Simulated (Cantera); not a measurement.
## Ignition delay

Mixture: 32.9 % H2, 12.7 % O2, 47.8 % N2, 6.59 % H2O, at 34.5 atm, adiabatic and at constant volume. Ignition delay is the time to a rise of 400 K.

Model: the H2/O2 subset of GRI-Mech 3.0, which has no nitrogen chemistry, integrated in Cantera. The hydrogen kinetics of GRI-Mech 3.0 are dated; newer H2 mechanisms differ, most at raised pressure. The pressure lies above the range GRI-Mech 3.0 was tuned for (to about 10 atm). Below about 950 K walls govern HO2 and H2O2 in real vessels.

| T0 (K) | delay (ms) |
|---|---|
| 900 | 41.7 |
| 975 | 6.57 |
| 1050 | 1.39 |
| 1125 | 0.363 |
| 1200 | 0.111 |
| 1275 | 0.0378 |

- apparent activation energy between 1125 and 1275 K: 180 kJ/mol
